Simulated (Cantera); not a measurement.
A freely propagating, adiabatic, planar premixed flame of H2 : O2 : N2 : H2O = 1 : 0.625 : 2.35 : 0.0041 (molar parts), unburnt at 673 K and 5.00 bar; mixture-averaged transport, grid criteria slope 0.08 and curve 0.16, no radiation.

Model: the H2/O2 subset of GRI-Mech 3.0, which has no nitrogen chemistry, integrated in Cantera. The hydrogen kinetics of GRI-Mech 3.0 are dated; newer H2 mechanisms differ, most at raised pressure. Burning velocities carry a grid error of a few per cent, more on coarse grids.

Problem. Predict: laminar burning velocity; thermal thickness; peak x(OH); peak x(HO2); peak x(H); peak x(O).

Solution. laminar burning velocity: 679 cm/s
thermal thickness: 0.0600 mm
peak x(OH): 0.0176
peak x(HO2): 0.000832
peak x(H): 0.0223
peak x(O): 0.0100
